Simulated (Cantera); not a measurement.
An isothermal, constant-pressure homogeneous reactor starts with 5.87 % CH4, 93.9 % N2, 0.205 % H2O, at 1973 K and 20.0 Torr.

Detailed kinetics in Cantera: GRI-Mech 3.0 (53 species, 325 reactions). GRI-Mech 3.0 stops at C3 and has no aromatics, soot or wall deposition, so with more carbon than oxygen in the feed, carbon stays in small species such as C2H2 where larger ones or solid carbon would form. Radical loss at walls, strong at low pressure, is not modelled.

x: mole fraction; the columns are a selection and need not sum to one.

```tsv
t (s)	x CH4	x C2H4	x C2H	x C2H6	x H	x H2	x C2H2
6.00e-5	0.0586	[?]	<1e-12	4.86e-10	6.88e-6	2.91e-5	2.89e-11
0.000251	0.0584	[?]	<1e-12	2.75e-8	7.20e-6	0.000145	1.91e-8
0.00105	0.0573	[?]	6.08e-10	7.18e-7	1.31e-5	0.000784	7.31e-6
0.00441	0.0454	[?]	3.00e-7	7.56e-6	0.000121	0.0129	0.00199
0.0185	0.0108	[?]	2.80e-6	1.52e-6	0.000505	0.0658	0.0215
0.0775	0.00109	[?]	5.49e-6	3.88e-8	0.000974	0.0812	0.0269
0.325	0.000168	[?]	8.63e-6	1.94e-9	0.00158	0.0837	0.0269
1.36	7.86e-6	4.75e-7	1.20e-5	7.12e-12	0.00225	0.0847	0.0264
5.70	5.22e-7	4.65e-7	1.29e-5	<1e-12	0.00242	0.0846	0.0264
23.9	5.30e-7	4.65e-7	1.29e-5	<1e-12	0.00242	0.0846	0.0264
100	5.69e-7	4.64e-7	1.29e-5	<1e-12	0.00242	0.0846	0.0264
```

Fill in the missing entries.


- 6.00e-5, x C2H4: 6.84e-9
- 0.000251, x C2H4: 9.45e-7
- 0.00105, x C2H4: 7.62e-5
- 0.00441, x C2H4: 0.00255
- 0.0185, x C2H4: 0.000388
- 0.0775, x C2H4: 8.40e-6
- 0.325, x C2H4: 9.07e-7
